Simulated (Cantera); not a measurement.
Thermodynamics of aluminium nitride and oxide growth, feed AlBr3 + NH3 + N2

A closed system holds: 1 mol AlBr3, 61 mol NH3, 1.3 mol N2, held at 1.60 mbar.

Equilibrium computed with Cantera from the NASA thermochemical tables; the gas is ideal and each condensed phase is pure. Candidate condensed phases: Al, AlBr3, AlN, Br2; 19 gas species. Rates play no part.

```tsv
T (K)	log p H2	log p N2	log p HBr	log p AlBr	n AlN(s)
750	-2.94	-3.39	-4.42	<-14	0.988
850	-2.94	-3.39	-4.42	-14.54	0.983
950	-2.94	-3.39	-4.42	-12.17	0.977
1050	-2.94	-3.39	-4.43	-10.25	0.971
1150	-2.94	-3.39	-4.43	-8.68	0.965
1250	-2.94	-3.39	-4.43	-7.36	0.956
1350	-2.94	-3.39	-4.44	-6.25	0.913
1450	-2.94	-3.39	-4.50	-5.34	0.613
1550	-2.94	-3.39	-4.63	-4.90	0
1650	-2.94	-3.39	-4.66	-4.90	0
1750	-2.94	-3.39	-4.71	-4.90	0
```
log p: log10 of the partial pressure in bar; n: condensed amount in mol.

From 750 K to 1450 K the condensed part is AlN(s). From 1550 K to 1750 K nothing is condensed. The main Al-bearing gas is AlBr3 at 750 K and AlBr at 1750 K.
